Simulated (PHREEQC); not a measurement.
Consider water at 25 °C with 49 mmol/kgw HF, 3.5 mmol/kgw NH4F and 1.9 mmol/kgw H2SiF6. Closed to the air; pH follows from the charge balance.

Equilibrium calculation in PHREEQC: ion-association model, phreeqc.dat.

```
quantity                    before     after
------------------------  --------  --------
pH                            2.21      2.80
ionic strength (mol/kgw)    0.0122   0.00219
HF (mol/kgw)                0.0451   0.00361
F- (mol/kgw)               0.00551   0.00161
HF2- (mol/kgw)            0.000954   2.22e-5
NH3 (mol/kgw)             2.88e-10  1.20e-10
```

**Question.** Which change was made?
(A) H2SiF6 from 0.0019 to 0.00171 mol/kgw
(B) diluted 10-fold with water
(C) H2SiF6 replaced by NH4BF4 at the same molality
(D) HF left out
(E) temperature from 25 to 70 °C

**Answer.** B, diluted 10-fold with water

This is a speciation only: nothing precipitates in the calculation. SiF6-2 is the database's only silicon fluoride.
